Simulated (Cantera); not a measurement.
An adiabatic, constant-pressure homogeneous reactor starts with CH4 : O2 : N2 : CO2 = 1 : 5.88 : 22.1 : 0.9 (molar parts), equivalence ratio 0.34, at 1750 K and 1.00 bar. Integrator tolerance rtol = 1e-08.

Detailed kinetics in Cantera: GRI-Mech 3.0 (53 species, 325 reactions).

**Question.** What does this change do: 0.63 parts H2 added?

**Answer.** 
```
quantity                                                            before                                      after
---------------------------------  ---------------------------------------  -----------------------------------------
time of steepest temperature rise                                 0.150 ms                                    51.9 µs
temperature at 4.00 s                                               2349 K                                     2430 K
equilibrium temperature                                             2349 K                                     2430 K
x(CH4) at 4.00 s                     <1e-12 (gas-phase equilibrium <1e-12)      <1e-12 (gas-phase equilibrium <1e-12)
x(O2) at 4.00 s                        0.122 (gas-phase equilibrium 0.122)        0.109 (gas-phase equilibrium 0.109)
x(CO2) at 4.00 s                     0.0606 (gas-phase equilibrium 0.0606)      0.0580 (gas-phase equilibrium 0.0580)
x(C2H4) at 4.00 s                    <1e-12 (gas-phase equilibrium <1e-12)      <1e-12 (gas-phase equilibrium <1e-12)
x(OH) at 4.00 s                    0.00608 (gas-phase equilibrium 0.00608)    0.00883 (gas-phase equilibrium 0.00883)
x(HCN) at 4.00 s                     <1e-12 (gas-phase equilibrium <1e-12)  3.24e-12 (gas-phase equilibrium 3.24e-12)
```
